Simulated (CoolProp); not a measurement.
Vapour-liquid equilibrium of R152A (1) + R113 (2) at -10.95 °C; x and y are mole fractions of (1).

Computed with CoolProp (multi-fluid Helmholtz-energy mixture model, Outcalt 1996 and Marx 1992; pair parameters Bell 2016).

```
x     bubble pressure, mixture model (bar)  bubble pressure, Raoult's law (bar)  y, mixture model  y, Raoult's law
----  ------------------------------------  -----------------------------------  ----------------  ---------------
0.05                                0.2931                               0.1693             0.716            0.517
0.2                                 0.7729                               0.4187             0.904            0.835
0.35                                 1.071                               0.6681             0.937            0.916
0.5                                  1.252                               0.9175             0.952            0.953
0.65                                 1.381                                1.167             0.962            0.974
0.8                                  1.510                                1.416             0.973            0.988
0.95                                 1.678                                1.666             0.991            0.997
```

The largest gap from Raoult's law is +84.6 % in bubble pressure, at x = 0.2. No azeotrope shows between x = 0.05 and 0.95.

Pair parameters are fitted to limited data, so mixtures are less certain than the pure fluids. With so large a gap from Raoult's law the liquid may split in two, which this calculation doesn't test in full.
